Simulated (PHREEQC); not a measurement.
Copper plating or etch bath

Solution (25 °C): 0.019 mol/kgw CuSO4 and 0.00014 mol/kgw Na2SO4. Closed to the air; pH follows from the charge balance.

The numbers come from PHREEQC with the ion-association model, wateq4f.dat.

Each row changes one thing in this solution. No solid was allowed to form.

```tsv
case	pH	ionic strength (mol/kgw)	SO4-2 (mol/kgw)	Cu+2 (mol/kgw)	CuSO4 (mol/kgw)	Cu2(OH)2+2 (mol/kgw)	SI of Tenorite (CuO)	SI of Cu(OH)2 (Cu(OH)2)
as made	4.79	0.0492	0.0123	0.0122	0.00680	1.24e-5	-0.28	-1.30
temperature from 25 to 50 °C	4.52	0.0477	(withheld)	0.0118	0.00714	(withheld)	+0.04	-0.98
diluted 10-fold with water	5.20	0.00653	0.00163	0.00162	0.000278	2.13e-6	-0.15	-1.17
0.03 mol/kgw HBr added	(withheld)	0.0754	0.00773	0.0149	0.00409	1.25e-11	-6.37	-7.39
diluted 5-fold with water	5.07	0.0121	0.00304	0.00300	0.000784	3.69e-6	-0.18	-1.20
Na2SO4 from 0.00014 to 0.00021 mol/kgw	4.79	0.0493	0.0124	0.0122	0.00681	1.24e-5	-0.28	-1.30
```

Problem. What belongs in the gaps?

Solution. 
- temperature from 25 to 50 °C, SO4-2 (mol/kgw): 0.0120
- temperature from 25 to 50 °C, Cu2(OH)2+2 (mol/kgw): 3.38e-5
- 0.03 mol/kgw HBr added, pH: 1.72

Some of these states are supersaturated (in Antlerite, Brochantite, for instance). At this temperature some constants are extrapolated from 25 °C, and those without enthalpy data are left unchanged.
